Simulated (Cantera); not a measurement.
An isothermal, constant-pressure homogeneous reactor starts with NH3 : N2 = 1 : 4 (molar parts), at 2325 K and 1.00 atm.

Detailed kinetics in Cantera: the gas-phase N/H chemistry of the illustrative SiF4/NH3 mechanism in the Surface Chemkin manual (1991). Walls and surfaces, which speed up NH3 decomposition in real reactors, are not modelled.

One state of this run: x NH3 = 1.36e-6; x H2 = 0.247; x N = 4.38e-8; x NH = 4.53e-8; x H = 0.00546; x NH2 = 9.61e-8; x N2H4 = <1e-12. x: mole fraction; the columns are a selection and need not sum to one.

Q: Which value of t (s) does it belong to?
A. 0.0136
B. 4.65
C. 0.252
D. 0.00317

A: B, 4.65
